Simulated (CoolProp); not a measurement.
Vapour-liquid equilibrium of R1234yf (1) + R1234ze(E) (2) at 55.25 °C; x and y are mole fractions of (1).

Computed with CoolProp (multi-fluid Helmholtz-energy mixture model, Lemmon 2022 and Thol 2016; pair parameters Bell 2022).

```json
[
 {"x": "0.05", "bubble pressure (MPa)": "1.157", "y at the bubble point": "0.061", "dew pressure at overall composition x (MPa)": "1.153", "liquid density (mol/L)": "9.195"},
 {"x": "0.125", "bubble pressure (MPa)": "1.185", "y at the bubble point": "0.150", "dew pressure at overall composition x (MPa)": "1.177", "liquid density (mol/L)": "9.141"},
 {"x": "0.2", "bubble pressure (MPa)": "1.212", "y at the bubble point": "0.234", "dew pressure at overall composition x (MPa)": "1.201", "liquid density (mol/L)": "9.086"},
 {"x": "0.275", "bubble pressure (MPa)": "1.238", "y at the bubble point": "0.315", "dew pressure at overall composition x (MPa)": "1.225", "liquid density (mol/L)": "9.031"},
 {"x": "0.35", "bubble pressure (MPa)": "1.264", "y at the bubble point": "0.393", "dew pressure at overall composition x (MPa)": "1.250", "liquid density (mol/L)": "8.976"},
 {"x": "0.425", "bubble pressure (MPa)": "1.288", "y at the bubble point": "0.469", "dew pressure at overall composition x (MPa)": "1.274", "liquid density (mol/L)": "8.919"},
 {"x": "0.5", "bubble pressure (MPa)": "1.313", "y at the bubble point": "0.543", "dew pressure at overall composition x (MPa)": "1.299", "liquid density (mol/L)": "8.863"},
 {"x": "0.575", "bubble pressure (MPa)": "1.337", "y at the bubble point": "0.615", "dew pressure at overall composition x (MPa)": "1.323", "liquid density (mol/L)": "8.805"},
 {"x": "0.65", "bubble pressure (MPa)": "1.361", "y at the bubble point": "0.686", "dew pressure at overall composition x (MPa)": "1.349", "liquid density (mol/L)": "8.747"},
 {"x": "0.725", "bubble pressure (MPa)": "1.385", "y at the bubble point": "0.756", "dew pressure at overall composition x (MPa)": "1.374", "liquid density (mol/L)": "8.688"},
 {"x": "0.8", "bubble pressure (MPa)": "1.408", "y at the bubble point": "0.824", "dew pressure at overall composition x (MPa)": "1.400", "liquid density (mol/L)": "8.627"},
 {"x": "0.875", "bubble pressure (MPa)": "1.433", "y at the bubble point": "0.891", "dew pressure at overall composition x (MPa)": "1.427", "liquid density (mol/L)": "8.566"},
 {"x": "0.95", "bubble pressure (MPa)": "1.457", "y at the bubble point": "0.957", "dew pressure at overall composition x (MPa)": "1.454", "liquid density (mol/L)": "8.503"}
]
```

No azeotrope shows between x = 0.05 and 0.95.

Pair parameters are fitted to limited data, so mixtures are less certain than the pure fluids.
